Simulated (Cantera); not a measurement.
A perfectly stirred reactor is fed with N2O : H2 : N2 = 1 : 0.023 : 6.2 (molar parts), at 13300 Pa; it is held at 1400 K, and followed from long to short residence time.

Model: GRI-Mech 3.0 (53 species, 325 reactions), integrated in Cantera. GRI-Mech 3.0 was tuned for natural gas; its chemistry of N2O as a main component is partial and can be far from experiment. The temperature is held fixed by assumption; the heat of reaction is taken as removed at once.

Predict: x(N2O) at τ = 4.70 s; x(H2) at τ = 4.70 s; x(H2O) at τ = 4.70 s; x(H) at τ = 4.70 s; x(NO) at τ = 4.70 s; x(N2O) at τ = 97.0 ms; x(H2) at τ = 97.0 ms; x(H2O) at τ = 97.0 ms; x(H) at τ = 97.0 ms; x(NO) at τ = 97.0 ms.


* **x(N2O) at τ = 4.70 s**: 0.0130
* **x(H2) at τ = 4.70 s**: 4.32e-6
* **x(H2O) at τ = 4.70 s**: 0.00298
* **x(H) at τ = 4.70 s**: 2.31e-7
* **x(NO) at τ = 4.70 s**: 0.0171
* **x(N2O) at τ = 97.0 ms**: 0.111
* **x(H2) at τ = 97.0 ms**: 0.000134
* **x(H2O) at τ = 97.0 ms**: 0.00299
* **x(H) at τ = 97.0 ms**: 6.95e-7
* **x(NO) at τ = 97.0 ms**: 0.00390
